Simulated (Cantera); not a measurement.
A closed system holds: 1 mol SiCl4, a varied amount of NH3, 0.65 mol H2, equilibrated at 0.0100 bar.

Method: chemical equilibrium by Gibbs-energy minimisation in Cantera with the NASA 1993 tables (ideal gas, pure condensed phases). Candidate condensed phases: NH4Cl, Si, Si3N4; 28 gas species. The tables' values for SiCl3 are old estimates. Kinetics and transport are ignored.

Stable condensed phases, one row left out:

```
T in K \ n(NH3) in mol
         0.56 0.78  1.1  1.5  2.1    3  4.2  5.8  8.1   11   16   22   31
   1598     A    A    A    A    A    B    B    B    B    B    B    B    B
   1523     A    A    A    B    B    B    B    B    B    B    B    B    B
   1373     B    B    B    B    B    B    B    B    B    B    B    B    B
   1298     B    B    B    B    B    B    B    B    B    B    B    B    B
   1223     B    B    B    B    B    B    B    B    B    B    B    B    B
   1148     B    B    B    B    B    B    B    B    B    B    B    B    B
   1073     B    B    B    B    B    B    B    B    B    B    B    B    B
    998     B    B    B    B    B    B    B    B    B    B    B    B    B
    923     B    B    B    B    B    B    B    B    B    B    B    B    B
```

A: gas only; B: Si3N4.

Question: Give the row for 1448 K.

Answer: 0.56: Si3N4; 0.78: Si3N4; 1.1: Si3N4; 1.5: Si3N4; 2.1: Si3N4; 3: Si3N4; 4.2: Si3N4; 5.8: Si3N4; 8.1: Si3N4; 11: Si3N4; 16: Si3N4; 22: Si3N4; 31: Si3N4.
